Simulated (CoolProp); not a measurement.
Properties of R124 at several states.

Computed with CoolProp (reference Helmholtz-energy equation of state, de Vries 1995).

| T (K) | p (bar) | phase | cp (kJ/(kg K)) | speed of sound (m/s) | isothermal compressibility (1/MPa) | expansivity (1/kK) | viscosity (µPa s) | Prandtl number |
|---|---|---|---|---|---|---|---|---|
| 280.9 | 4.99 | liquid | 1.096 | 595.9 | 0.002929 | 2.274 | 309 | 4.48 |
| 300.5 | 28.9 | liquid | 1.126 | 538.8 | 0.003720 | 2.461 | 254 | 4.05 |
| 359.4 | 0.674 | gas | 0.8139 | 152.7 | 14.97 | 2.870 | 15.6 | 0.700 |

Viscosity comes from a separate model (Bell 2016), an estimate that may be off by 10 % or more. Thermal conductivity comes from a separate model (Huber 2003), an estimate that may be off by 10 % or more.
